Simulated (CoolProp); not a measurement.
2000 sccm (0 °C, 1 atm) of nitrogen bubbles through liquid octamethyltrisiloxane (MDM) at 320.3 K and leaves saturated at a total pressure of 0.0347 MPa (ideal gas phase). Each further row changes one setting.

Model: reference Helmholtz-energy equation of state, Thol 2017, in CoolProp.

```tsv
case	vapour pressure (kPa)	mole fraction of vapour	delivery (mg/min)	delivery (sccm)	change of delivery for a bath 1 K warmer (%)
as stated	1.88	0.0540	1210	114	5.9
bath temperature 325.3 K	2.45	0.0706	1600	152	5.8
total pressure 0.0694 MPa	1.88	0.0270	586	55.5	5.7
```
